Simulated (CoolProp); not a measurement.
A simple Rankine cycle with R11: condensing at 303.15 K, boiler at 2.13 MPa, turbine inlet 425.7 K, turbine efficiency 0.7, pump efficiency 0.7, no recuperator. Each further row changes one setting.

The numbers come from the reference Helmholtz-energy equation of state, Jacobsen 1992 in CoolProp.

| case | thermal efficiency (%) | net work (kJ/kg) | heat in (kJ/kg) | turbine exit temperature (K) | volume ratio over the turbine |
|---|---|---|---|---|---|
| as stated | 15.2 | 35.0 | 229 | 328.0 | 18.1 |
| turbine inlet 445.7 K | 15.6 | 38.5 | 247 | 351.0 | 17.1 |
| condensing temperature 295.15 K | 16.2 | 38.3 | 236 | 321.6 | 23.6 |
| boiler pressure 1.49 MPa | 14.1 | 33.9 | 241 | 347.7 | 11.6 |
| turbine efficiency 0.6 | 12.9 | 29.7 | 229 | 336.5 | 18.6 |
